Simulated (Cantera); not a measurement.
An isothermal, constant-pressure homogeneous reactor starts with CH4 : N2 = 1 : 38 (molar parts), at 1325 K and 0.0227 atm. Integrator tolerance rtol = 1e-08.

Computed with Cantera and GRI-Mech 3.0 (53 species, 325 reactions). GRI-Mech 3.0 stops at C3 and has no aromatics, soot or wall deposition, so with more carbon than oxygen in the feed, carbon stays in small species such as C2H2 where larger ones or solid carbon would form. Radical loss at walls, strong at low pressure, is not modelled.

Q: What does this change do: temperature 1325 to 1675 K?

A: 
| quantity | before | after |
|---|---|---|
| x(CH4) at 2.00 s | 0.0256 (gas-phase equilibrium 5.94e-5) | 0.00105 (gas-phase equilibrium 1.04e-6) |
| x(C2H4) at 2.00 s | 3.44e-6 (gas-phase equilibrium 4.34e-6) | 5.45e-6 (gas-phase equilibrium 8.00e-8) |
| x(H) at 2.00 s | 2.09e-9 (gas-phase equilibrium 2.10e-6) | 0.000101 (gas-phase equilibrium 0.000149) |
| x(H2) at 2.00 s | 1.40e-5 (gas-phase equilibrium 0.0374) | 0.0358 (gas-phase equilibrium 0.0374) |
| x(C2H) at 2.00 s | <1e-12 (gas-phase equilibrium 7.60e-11) | 1.67e-7 (gas-phase equilibrium 3.11e-8) |
| x(C2H2) at 2.00 s | 1.30e-7 (gas-phase equilibrium 0.00247) | 0.0120 (gas-phase equilibrium 0.00158) |
